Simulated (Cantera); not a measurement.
Mixture: CH4 : O2 : N2 = 1 : 1.18 : 4.42 (molar parts), equivalence ratio 1.7, at 9.87 atm, adiabatic and at constant pressure. Ignition delay is the time to a rise of 400 K.

Model: GRI-Mech 3.0 (53 species, 325 reactions), integrated in Cantera.

### Question
What does this change do: constant volume in place of constant pressure?

### Answer
```csv
quantity,before,after
delay at 1150 K,11.7 ms,11.2 ms
delay at 1225 K,4.60 ms,4.32 ms
delay at 1300 K,1.92 ms,1.78 ms
delay at 1375 K,0.846 ms,0.779 ms
delay at 1450 K,0.390 ms,0.357 ms
delay at 1525 K,0.186 ms,0.170 ms
delay at 1600 K,92.7 µs,84.2 µs
apparent activation energy between 1450 and 1600 K,180 kJ/mol,190 kJ/mol
```

### Question
What does this change do: N2 4.42 to 8.8 parts?

### Answer
```
quantity                                                before       after
--------------------------------------------------  ----------  ----------
delay at 1150 K                                        11.7 ms     22.1 ms
delay at 1225 K                                        4.60 ms     8.95 ms
delay at 1300 K                                        1.92 ms     3.84 ms
delay at 1375 K                                       0.846 ms     1.72 ms
delay at 1450 K                                       0.390 ms    0.791 ms
delay at 1525 K                                       0.186 ms    0.372 ms
delay at 1600 K                                        92.7 µs    0.180 ms
apparent activation energy between 1450 and 1600 K  180 kJ/mol  190 kJ/mol
```
